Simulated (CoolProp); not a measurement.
Ethanol at 298.15 K and 0.0056 MPa flows at 0.92 m/s in a round tube of 1 mm bore and 15 µm roughness, fully developed (64/Re and Nu = 3.66 if laminar; Colebrook and Gnielinski if turbulent). Each further row changes one setting.

Values from CoolProp's reference Helmholtz-energy equation of state, Schroeder 2014.

| case | Reynolds number | Darcy friction factor | pressure drop (Pa/m) | heat-transfer coefficient (W/(m² K)) | mass flow (kg/h) |
|---|---|---|---|---|---|
| as stated | 11.0 | 5.84 | 258 | 55.7 | 0.000272 |
| velocity 1.84 m/s | 21.9 | 2.92 | 517 | 55.7 | 0.000544 |
| diameter 2 mm | 21.9 | 2.92 | 64.6 | 27.9 | 0.00109 |

Viscosity comes from a separate model (Kiselev 2005). Thermal conductivity comes from a separate model (Assael 2013).
